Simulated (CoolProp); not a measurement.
A Linde-Hampson liquefier for oxygen: isothermal reversible compression at 290 K from 1 atm to 5 MPa, throttling to 1 atm, return gas leaving the recuperator 2 K below the feed. Each further row changes one setting.

Model: reference Helmholtz-energy equation of state, Schmidt 1985, in CoolProp.

| case | liquid yield per pass | compression work (kJ/kg of gas) |
|---|---|---|
| as stated | ? | 291 |
| high pressure 10 MPa | ? | ? |
| warm-end temperature 320 K | ? | ? |
| warm-end gap 7 K | ? | 291 |

Q: Some entries are withheld; supply them.

A: 
- as stated, liquid yield per pass: 0.027
- high pressure 10 MPa, liquid yield per pass: 0.059
- high pressure 10 MPa, compression work (kJ/kg of gas): 341
- warm-end temperature 320 K, liquid yield per pass: 0.020
- warm-end temperature 320 K, compression work (kJ/kg of gas): 323
- warm-end gap 7 K, liquid yield per pass: 0.016

Above 300 K oxygen's equation is extrapolated.
